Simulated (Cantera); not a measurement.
An adiabatic, constant-volume homogeneous reactor starts with 4.44 % CH₄, 0.191 % C₂H₆, 7.94 % O₂, 87.4 % N₂, at 1173 K and 21.0 bar.

Cantera simulation using GRI-Mech 3.0 (53 species, 325 reactions); the numbers are that mechanism's predictions, not measurements. The pressure lies above the range GRI-Mech 3.0 was tuned for (to about 10 atm).

Question: Predict: time of steepest temperature rise; temperature at 6.00 s; equilibrium temperature; x(O₂) at 6.00 s; x(HCN) at 6.00 s; x(H₂O) at 6.00 s.

Answer: 
```
Quantity                                                            Result
---------------------------------  ---------------------------------------
time of steepest temperature rise                                  3.02 ms
temperature at 6.00 s                                               2197 K
equilibrium temperature                                             2197 K
x(O₂) at 6.00 s                    1.62e-6 (gas-phase equilibrium 1.62e-6)
x(HCN) at 6.00 s                   2.39e-8 (gas-phase equilibrium 2.39e-8)
x(H₂O) at 6.00 s                     0.0814 (gas-phase equilibrium 0.0814)
```
